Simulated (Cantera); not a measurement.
Charge: 1 mol C₆H₆, 1.7 mol O₂, at 2502 °C and 42.0 bar.

Cantera equilibrium calculation (NASA polynomials, part measured and part estimated; ideal gas, pure solids and liquids). Candidate condensed phases: C, C₆H₆, C₇H₈, C₈H₁₈, H₂O; 110 gas species. The ideal-gas law is rough above about 30 bar. The numbers say what is thermodynamically allowed, not how fast it happens.

Base state: CO 0.530, H₂ 0.447, C₂H₂ (acetylene) 0.0137, H 0.00773, CH₄ 0.000850, CH₃ 0.000247, C₄H₂ 0.000175, H₂O 0.000132 (mole fractions); condensed: C(graphite).

Question: What changes in the equilibrium state with this change: temperature from 2502 °C to 1602 °C?

Answer: 
| species | before | after |
|---|---|---|
| CO | 0.530 | 0.532 |
| H₂ | 0.447 | 0.459 |
| CH₄ | 0.000850 | 0.00537 |
| C₂H₂ (acetylene) | 0.0137 | 0.000146 |
| H | 0.00773 | 6.86e-5 |
| C₂H | 2.87e-5 | <1e-9 |
| C₄H₂ | 0.000175 | 1.83e-8 |
| C₂H₂ (vinylidene) | 2.46e-5 | 6.55e-9 |
| C(graphite), mol | 2.41 | 2.58 |
